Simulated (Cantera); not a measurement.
A Cantera script and its output.

```python
import numpy as np
import cantera as ct

gas = ct.Solution("gri30.yaml")
gas.TPX = 1650, 94, {'C2H6': 1, 'H2': 12}
inlet = ct.Reservoir(gas, clone=True)

reactor = ct.IdealGasConstPressureReactor(gas, energy="off", clone=False)
exhaust = ct.Reservoir(gas, clone=True)
tau = [6.1, 1.9, 0.58, 0.18, 0.055, 0.017, 0.0052, 0.0016, 0.00049][0]
for a, b in ((inlet, reactor), (reactor, exhaust)):
    ct.MassFlowController(a, b, mdot=lambda t: reactor.mass / tau)
net = ct.ReactorNet([reactor])
show = ['C2H6', 'H2', 'C2H4', 'C2H', 'C2H2', 'H']

rows = []
print(f"{'tau/s':>10s}{'T/K':>9s}" + "".join(f"{s:>11s}" for s in show))
for tau in [6.1, 1.9, 0.58, 0.18, 0.055, 0.017, 0.0052, 0.0016, 0.00049]:
    net.initial_time = 0.0
    net.advance(30 * tau)
    before = gas.X
    net.advance(40 * tau)
    drift = np.max(np.abs(gas.X - before) / (gas.X + 1e-9))
    rows.append([gas.T, *gas[show].X, drift])
    print(f"{tau:10.3e}{gas.T:9.1f}" + "".join(f"{x:11.3e}" for x in gas[show].X))
```

Result:

```
     tau/s      T/K       C2H6         H2       C2H4        C2H       C2H2          H
 6.100e+00   1650.0  3.849e-05  9.148e-01  2.706e-04  6.233e-07  5.381e-02  2.429e-03
 1.900e+00   1650.0  1.145e-04  9.064e-01  6.796e-04  6.047e-07  4.712e-02  2.666e-03
 5.800e-01   1650.0  3.380e-04  8.965e-01  1.590e-03  5.672e-07  3.869e-02  3.013e-03
 1.800e-01   1650.0  9.677e-04  8.869e-01  3.361e-03  4.968e-07  2.943e-02  3.433e-03
 5.500e-02   1650.0  2.804e-03  8.798e-01  6.514e-03  3.778e-07  1.982e-02  3.845e-03
 1.700e-02   1650.0  8.113e-03  8.784e-01  1.078e-02  2.117e-07  1.064e-02  4.010e-03
 5.200e-03   1650.0  2.332e-02  8.880e-01  1.302e-02  5.604e-08  3.318e-03  3.443e-03
 1.600e-03   1650.0  5.201e-02  9.080e-01  7.513e-03  3.204e-09  3.291e-04  2.035e-03
 4.900e-04   1650.0  7.092e-02  9.192e-01  1.306e-03  2.296e-11  6.255e-06  7.837e-04
```

Computed with Cantera and GRI-Mech 3.0 (53 species, 325 reactions). GRI-Mech 3.0 stops at C3 and has no aromatics, soot or wall deposition, so with more carbon than oxygen in the feed, carbon stays in small species such as C2H2 where larger ones or solid carbon would form. Radical loss at walls, strong at low pressure, is not modelled.
